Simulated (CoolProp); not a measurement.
R507A along the isotherm 372.4 K: density (kg/m³) from the reference equation and from simpler models built on Tc = 343.8 K, pc = 3.705 MPa, ω = 0.286; each cubic takes its own stable root.

Values from CoolProp's reference Helmholtz-energy equation of state, Lemmon 2003. It is a pseudo-pure fit of the blend.

| p (MPa) | phase | reference | ideal gas | Redlich-Kwong | Soave-Redlich-Kwong |
|---|---|---|---|---|---|
| 1.23 | gas | 43.41 | 39.27 | 43.37 | 43.13 |
| 2.47 | gas | 98.97 | 78.86 | 98.90 | 97.39 |
| 3.7 | gas | 175.6 | 118.1 | 176.6 | 170.0 |
| 4.94 | supercritical | 301.9 | 157.7 | 312.7 | 281.6 |
| 6.17 | supercritical | 508.2 | 197.0 | 483.3 | 428.4 |
| 7.41 | supercritical | 651.4 | 236.6 | 575.4 | 531.4 |
| 8.64 | supercritical | 724.6 | 275.9 | 632.3 | 596.1 |
| 9.88 | supercritical | 772.8 | 315.4 | 674.4 | 643.2 |
| 11.1 | supercritical | 808.1 | 354.4 | 707.4 | 679.7 |
| 12.3 | supercritical | 835.9 | 392.7 | 734.6 | 709.4 |
| 13.6 | supercritical | 861.0 | 434.2 | 759.9 | 736.8 |
| 14.8 | supercritical | 880.9 | 472.5 | 780.4 | 758.9 |
| 16.1 | supercritical | 899.8 | 514.0 | 800.2 | 780.2 |
| 17.3 | supercritical | 915.4 | 552.4 | 816.7 | 797.8 |
| 18.5 | supercritical | 929.5 | 590.7 | 831.8 | 814.0 |
